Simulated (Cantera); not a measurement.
Input (Python, Cantera):

```python
import numpy as np
import cantera as ct

gas = ct.Solution("gri30.yaml", transport_model="multicomponent")
show = ['NH3', 'CO2', 'NO']

rows = []
print(f"{'T/K':>7s}{'rho':>11s}{'cp':>10s}{'mu':>11s}{'lambda':>11s}{'Pr':>7s}" + "".join(f"{'D_' + s:>11s}" for s in show))
for T in [400, 550, 700, 850, 1000, 1150]:
    gas.TPX = T, 53000, {'NH3': 0.45, 'C2H2': 0.78, 'H2': 0.36}
    Pr = gas.cp_mass * gas.viscosity / gas.thermal_conductivity
    D = [gas.mix_diff_coeffs_mole[gas.species_index(s)] for s in show]
    rows.append([gas.density, gas.cp_mass, gas.viscosity, gas.thermal_conductivity, Pr, *D])
    print(f"{T:7g}{gas.density:11.4e}{gas.cp_mass:10.1f}{gas.viscosity:11.4e}"
          f"{gas.thermal_conductivity:11.4e}{Pr:7.3f}" + "".join(f"{d:11.4e}" for d in D))
print("SI units: kg/m3, J/kg/K, Pa s, W/m/K, m2/s")
```

It prints:

```
    T/K        rho        cp         mu     lambda     Pr      D_NH3      D_CO2       D_NO
    400 2.8764e-01    2339.5 1.3953e-05 5.9742e-02  0.546 7.4083e-05 5.4135e-05 7.0660e-05
    550 2.0920e-01    2588.0 1.8372e-05 8.3166e-02  0.572 1.3550e-04 9.7787e-05 1.2426e-04
    700 1.6437e-01    2783.3 2.2366e-05 1.0601e-01  0.587 2.1104e-04 1.5106e-04 1.8878e-04
    850 1.3536e-01    2954.3 2.6028e-05 1.2890e-01  0.597 2.9913e-04 2.1291e-04 2.6318e-04
   1000 1.1506e-01    3110.4 2.9426e-05 1.5162e-01  0.604 3.9865e-04 2.8263e-04 3.4673e-04
   1150 1.0005e-01    3249.4 3.2610e-05 1.7434e-01  0.608 5.0876e-04 3.5966e-04 4.3889e-04
SI units: kg/m3, J/kg/K, Pa s, W/m/K, m2/s
```

Computed with Cantera and GRI-Mech 3.0 (53 species, 325 reactions). Polar gases are described roughly by these parameters. The composition is frozen, though it would react at the higher temperatures.
